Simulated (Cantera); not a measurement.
Charge: 1 mol SiO2, 0.16 mol C, 0.038 mol H2, held at 0.133 bar.

Cantera equilibrium calculation (NASA polynomials, part measured and part estimated; ideal gas, pure solids and liquids). Candidate condensed phases: C, C6H6, C7H8, C8H18, H2O, Si, SiC, SiO2; 123 gas species. Mutual solubility and eutectic melting of coexisting phases are not modelled. The tables hold silica as quartz up to 1696 K and as liquid above; real silica turns to tridymite and cristobalite and melts near 1996 K. Rates play no part.

### Question
Which condensed phases are stable at each of these points (T (°C)): 1427, 1477, 1527, 1577, 1627, 1677, 1727, 1777, 1827, 1877, 1927, 1977, 2027?

### Answer
| T (°C) | condensed phases | Si condensed (%) |
|---|---|---|
| 1427 | SiC(s) + SiO2(condensed) | 99.7 |
| 1477 | SiC(s) + SiO2(condensed) | 99.3 |
| 1527 | SiC(s) + SiO2(condensed) | 98.0 |
| 1577 | SiC(s) + SiO2(condensed) | 93.3 |
| 1627 | SiO2(condensed) | 84.0 |
| 1677 | SiO2(condensed) | 84.0 |
| 1727 | SiO2(l) | 84.0 |
| 1777 | SiO2(l) | 84.0 |
| 1827 | SiO2(l) | 84.0 |
| 1877 | SiO2(l) | 83.9 |
| 1927 | SiO2(l) | 83.9 |
| 1977 | SiO2(l) | 83.8 |
| 2027 | SiO2(l) | 83.6 |

From 1427 °C to 1577 °C the condensed part is SiC(s) + SiO2(condensed). From 1627 °C to 1677 °C the condensed part is SiO2(condensed). From 1727 °C to 2027 °C the condensed part is SiO2(l).
